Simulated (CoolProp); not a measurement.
R123 at 298.15 K and 6.97 MPa is throttled through a valve to 1.78 MPa with no heat exchange. Each further row changes one setting.

Computed with CoolProp (reference Helmholtz-energy equation of state, Younglove 1994). It is a modified Benedict-Webb-Rubin equation, recast in Helmholtz form.

```
case                       temperature change (K)  final density (kg/m³)
-------------------------  ----------------------  ---------------------
as stated                                    +1.7                   1460
outlet pressure 0.534 MPa              (withheld)                   1460
outlet pressure 2.31 MPa               (withheld)             (withheld)
```

Problem. Some entries are withheld; supply them.

Solution. 
- outlet pressure 0.534 MPa, temperature change (K): +2.1
- outlet pressure 2.31 MPa, temperature change (K): +1.6
- outlet pressure 2.31 MPa, final density (kg/m³): 1470
